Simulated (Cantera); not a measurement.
An isothermal, constant-pressure homogeneous reactor starts with NH3 : N2 = 1 : 0.14 (molar parts), at 2325 K and 1.00 bar.

Cantera simulation using the gas-phase N/H chemistry of the illustrative SiF4/NH3 mechanism in the Surface Chemkin manual (1991); the numbers are that mechanism's predictions, not measurements. Walls and surfaces, which speed up NH3 decomposition in real reactors, are not modelled.

One state of this run: x NH3 = 3.99e-6; x H2 = 0.693; x N = 2.78e-8; x NH = 4.79e-8; x NH2 = 1.69e-7; x N2 = 0.298. x: mole fraction; the columns are a selection and need not sum to one.

Task: Which value of t (s) does it belong to?
(A) 0.000159
(B) 3.98e-5
(C) 0.0399
(D) 40.0

Result: D, 40.0
